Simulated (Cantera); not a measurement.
Source: NASA polynomial tables (part measured, part estimated), evaluated in Cantera. Values are per mole of reaction as written; species without (g) are pure solids or liquids, kept so even where they would boil at 1 bar.

Problem. Between 300 and 2275 K, where is each reaction favourable under standard conditions?
- 3 H2(g) + BN + NF3(g) ⇌ BF3(g) + 2 NH3(g)
- 2 BN + 3 H2(g) ⇌ 2 NH3(g) + 2 B

Solution. 
- 3 H2(g) + BN + NF3(g) ⇌ BF3(g) + 2 NH3(g): ΔG° is -837 kJ at 300 K and -693 kJ at 2275 K; it stays negative (K > 1). ΔH° is -892 kJ and ΔS° -88 J/K at 2275 K.
- 2 BN + 3 H2(g) ⇌ 2 NH3(g) + 2 B: ΔG° is 417 kJ at 300 K and 527 kJ at 2275 K; it stays positive (K < 1). ΔH° is 386 kJ and ΔS° -62 J/K at 2275 K.
